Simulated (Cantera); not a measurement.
A closed system holds: 1 mol SiO2, 0.76 mol BCl3, 2.4 mol O2, 0.56 mol F2, equilibrated at 4.10 mbar.

Equilibrium computed with Cantera from the NASA thermochemical tables; the gas is ideal and each condensed phase is pure. Candidate condensed phases: B, B2O3, Si, SiO2; 45 gas species. Mutual solubility and eutectic melting of coexisting phases are not modelled. The tables' values for BOCl are old estimates; treat these amounts as uncertain. The tables hold silica as quartz up to 1696 K and as liquid above; real silica turns to tridymite and cristobalite and melts near 1996 K. Condensed phases not in the tables: borates and borosilicate glass, alloys, solid solutions and most ternary compounds. Equilibrium is a limit: real reactors are often held back by kinetics, nucleation or transport. All values below are at 950 °C.

Base state: O2 0.550, Cl2 0.273, BF3 0.0713, Cl 0.0488, BOF 0.0471, B3O3F3 0.00946, SiF4 0.000591, ClO 8.73e-5 (mole fractions); condensed: B2O3(l) + SiO2(β-quartz).

Q: What changes in the equilibrium state with this change: BCl3 from 0.76 to 2 mol?

A: 
```csv
species,before,after
Cl2,0.273,0.581
O2,0.550,0.242
Cl,0.0488,0.0712
BF3,0.0713,0.0546
BOF,0.0471,0.0431
SiF4,0.000591,0.000414
BOCl,1.76e-5,3.15e-5
BOF2,3.43e-5,2.34e-5
"B2O3(l), mol",0.0982,0.709
"SiO2(β-quartz), mol",0.998,0.998
```
